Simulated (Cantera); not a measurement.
An adiabatic, constant-pressure homogeneous reactor starts with CO : H2 : O2 : N2 = 1 : 0.63 : 2.55 : 9.58 (molar parts), at 1375 K and 4.93 atm.

Computed with Cantera and GRI-Mech 3.0 (53 species, 325 reactions). The hydrogen kinetics of GRI-Mech 3.0 are dated; newer H2 mechanisms differ, most at raised pressure.

**Question.** Predict: time of steepest temperature rise; temperature at 0.200 s; equilibrium temperature; x(CO) at 0.200 s; x(H2) at 0.200 s; x(O2) at 0.200 s; x(NO) at 0.200 s; x(CO2) at 0.200 s; x(H2O2) at 0.200 s.

**Answer.** 
```
Property                                                              Result
---------------------------------  -----------------------------------------
time of steepest temperature rise                                    8.32 µs
temperature at 0.200 s                                                2219 K
equilibrium temperature                                               2217 K
x(CO) at 0.200 s                   0.000656 (gas-phase equilibrium 0.000650)
x(H2) at 0.200 s                     7.62e-5 (gas-phase equilibrium 7.56e-5)
x(O2) at 0.200 s                         0.129 (gas-phase equilibrium 0.128)
x(NO) at 0.200 s                     0.00927 (gas-phase equilibrium 0.00995)
x(CO2) at 0.200 s                      0.0765 (gas-phase equilibrium 0.0765)
x(H2O2) at 0.200 s                   1.36e-7 (gas-phase equilibrium 1.35e-7)
```
